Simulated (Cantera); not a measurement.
# SiO₂ + CO + N₂ + C (carbothermic reduction)

Input: 1 mol SiO₂, 20 mol CO, 0.26 mol N₂, 2.3 mol C, equilibrated at 1648 K.

Method: chemical equilibrium by Gibbs-energy minimisation in Cantera with the NASA 1993 tables (ideal gas, pure condensed phases). Candidate condensed phases: C, Si, SiC, SiO₂, Si₂N₂O, Si₃N₄; 34 gas species. Mutual solubility and eutectic melting of coexisting phases are not modelled. The tables hold silica as quartz up to 1696 K and as liquid above; real silica turns to tridymite and cristobalite and melts near 1996 K. Rates play no part.

| P (Pa) | log p CO | log p SiO | log p N₂ | log p CO₂ | log p Si | n SiC(s) | n SiO₂(β-quartz) | n Si₂N₂O(s) | n C(graphite) |
|---|---|---|---|---|---|---|---|---|---|
| 10 | -4.01 | -5.80 | -5.93 | -11.38 | -8.16 | 0.649 | 0 | 0 | 0 |
| 42 | -3.39 | -5.18 | -5.31 | -10.13 | -8.16 | 0.650 | 0 | 0 | 0 |
| 180 | -2.76 | -4.55 | -4.68 | -8.87 | -8.16 | 0.650 | 0 | 0 | 0 |
| 750 | -2.14 | -3.93 | -4.06 | -7.63 | -8.16 | 0.650 | 0 | 0 | 0 |
| 3200 | -1.51 | -3.30 | -3.43 | -6.37 | -8.16 | 0.650 | 0 | 0 | 0 |
| 13000 | -0.89 | -3.12 | -2.91 | -5.36 | -8.38 | 0.671 | 0.0947 | 0.0527 | 0 |
| 56000 | -0.26 | -3.63 | -2.14 | -4.21 | -9.41 | 0 | 0.992 | 0 | 2.29 |
| 240000 | 0.37 | -4.27 | -1.51 | -2.94 | -10.68 | 0 | 1.000 | 0 | 2.31 |
| 1000000 | 0.99 | -4.89 | -0.89 | -1.71 | <-11 | 0 | 1.000 | 0 | 2.34 |
log p: log10 of the partial pressure in bar; n: condensed amount in mol.

From 10.0 Pa to 3200 Pa the condensed part is SiC(s). At 13000 Pa the condensed part is SiC(s) + SiO₂(β-quartz) + Si₂N₂O(s). From 56000 Pa to 1000000 Pa the condensed part is C(graphite) + SiO₂(β-quartz). The main Si-bearing gas is SiO throughout.
